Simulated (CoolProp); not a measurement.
A simple Rankine cycle with ethanol: condensing at 325.15 K, boiler at 5.35 MPa, turbine inlet 510.5 K, turbine efficiency 0.9, pump efficiency 0.8, no recuperator. Each further row changes one setting.

Values from CoolProp's reference Helmholtz-energy equation of state, Schroeder 2014.

```csv
case,thermal efficiency (%),net work (kJ/kg),heat in (kJ/kg),turbine exit temperature (K),volume ratio over the turbine
as stated,24.1,247,1020,325.1,157
turbine inlet 530.5 K,25.0,281,1120,325.1,134
condensing temperature 317.15 K,25.3,264,1050,317.2,225
boiler pressure 3.74 MPa,23.8,266,1120,325.1,90.5
turbine efficiency 0.8,21.4,219,1020,325.1,163
```

The expansion ends wet for: as stated; turbine inlet 530.5 K; condensing temperature 317.15 K; boiler pressure 3.74 MPa; turbine efficiency 0.8.
